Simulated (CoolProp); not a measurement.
Vapour-liquid equilibrium of propylene (1) + 1-butene (2) at 499 kPa; x and y are mole fractions of (1).

Computed with CoolProp (multi-fluid Helmholtz-energy mixture model, Lemmon 2013 and Lemmon 2005; pair parameters Bell 2016).

Question: Give the bubble temperature and the first vapour's composition at x = 0.15, 0.55, 0.65. Is there an azeotrope?

Answer: x = 0.15: 305.0 K, y = 0.355; x = 0.55: 283.3 K, y = 0.814; x = 0.65: 279.3 K, y = 0.872. No azeotrope shows between x = 0.05 and 0.95.

The pair parameters rest on a limited set of measurements; away from them the model extrapolates.
